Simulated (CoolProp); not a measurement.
Values from CoolProp's reference Helmholtz-energy equation of state, Lemmon 2006. It is a short technical equation, of lower accuracy than the large ones.

**Question.** For neopentane, give the phase and the cp (kJ/(kg K)) at 493.3 K and 0.305 bar; 341.3 K and 8.69 bar.

**Answer.** 
- 493.3 K and 0.305 bar: gas; cp 2.56
- 341.3 K and 8.69 bar: liquid; cp 2.59
